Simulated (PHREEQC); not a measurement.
3.2 g of hydrous ferric oxide (600 m²/g; 0.2 weak and 0.005 strong sites per Fe, Dzombak-Morel constants, diffuse double layer) in 1 kg of water with 0.005 mol/kgw of an inert sodium salt and 0.6 mmol/kgw Ag2SO4 and 0.067 mmol/kgw MgCl2, at 25 °C; the pH is set by adding NaOH or the inert anion's acid. Oxygen is held at 0.21 atm. CO2 from the air is kept out. No solid was allowed to form.

The series has 17 steps of pH, from 3 to 9.

Model: ion-association model, wateq4f.dat, run in PHREEQC.

### Question
Near which pH is half of the S sorbed, and on which side is more sorbed?

### Answer
Near pH 7.1, with more sorbed at lower pH.

### Question
Near which pH is half of the Ag sorbed, and on which side is more sorbed?

### Answer
Near pH 7.5, with more sorbed at higher pH.

### Question
Near which pH is half of the Mg sorbed, and on which side is more sorbed?

### Answer
Near pH 7.6, with more sorbed at higher pH.

Along this series the solution becomes supersaturated in solids that the run did not let form, among them Cerargyrite. The oxide is taken as insoluble; below pH 4 it would dissolve.
